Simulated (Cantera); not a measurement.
An isothermal, constant-pressure homogeneous reactor starts with CH₄ : N₂ = 1 : 8.1 (molar parts), at 1498 K and 0.132 atm. Integrator tolerance rtol = 1e-08.

Model: GRI-Mech 3.0 (53 species, 325 reactions), integrated in Cantera. GRI-Mech 3.0 stops at C3 and has no aromatics, soot or wall deposition, so with more carbon than oxygen in the feed, carbon stays in small species such as C2H2 where larger ones or solid carbon would form.

```json
[
 {"quantity": "x(CH₄) at 30.0 s", "before": "0.00501 (gas-phase equilibrium 0.000899)", "after": "0.00767 (gas-phase equilibrium 0.00241)"},
 {"quantity": "x(H) at 30.0 s", "before": "1.65e-5 (gas-phase equilibrium 1.82e-5)", "after": "2.09e-5 (gas-phase equilibrium 2.26e-5)"},
 {"quantity": "x(HCN) at 30.0 s", "before": "7.87e-8 (gas-phase equilibrium 0.0599)", "after": "5.17e-8 (gas-phase equilibrium 0.0770)"},
 {"quantity": "x(C₂H) at 30.0 s", "before": "1.02e-8 (gas-phase equilibrium 4.37e-9)", "after": "1.29e-8 (gas-phase equilibrium 6.85e-9)"},
 {"quantity": "x(C₂H₆) at 30.0 s", "before": "3.18e-7 (gas-phase equilibrium 1.85e-8)", "after": "5.08e-7 (gas-phase equilibrium 8.60e-8)"}
]
```

Task: What was changed between the two runs?
A. N2 8.1 to 4.5 parts
B. N2 8.1 to 1.6 parts
C. temperature 1498 to 1600 K
D. temperature 1498 to 1100 K

Result: A, N2 8.1 to 4.5 parts
